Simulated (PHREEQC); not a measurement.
Consider water at 25 °C with 0.006 mol NH3, 0.0078 mol K2SiO3 and 0.11 mol K3PO4 per kg of water. Closed to the air; pH follows from the charge balance.

Equilibrium calculation in PHREEQC: ion-association model, phreeqc.dat.

| quantity | before | after |
|---|---|---|
| pH | 12.11 | 11.75 |
| ionic strength (mol/kgw) | 0.644 | 0.0546 |
| PO4-3 (mol/kgw) | 0.0950 | 0.00467 |
| HPO4-2 (mol/kgw) | 0.0134 | 0.00615 |
| KHPO4- (mol/kgw) | 0.00163 | 0.000183 |
| NH4+ (mol/kgw) | 1.66e-5 | 2.37e-6 |

Problem. Name the change that produced these shifts.
A. K2SiO3 from 0.0078 to 0.00078 mol/kgw
B. diluted 10-fold with water
C. NH3 replaced by NH4HCO3 at the same molality
D. K2SiO3 replaced by KF at the same molality

Solution. B, diluted 10-fold with water

Precipitation was switched off in this run.
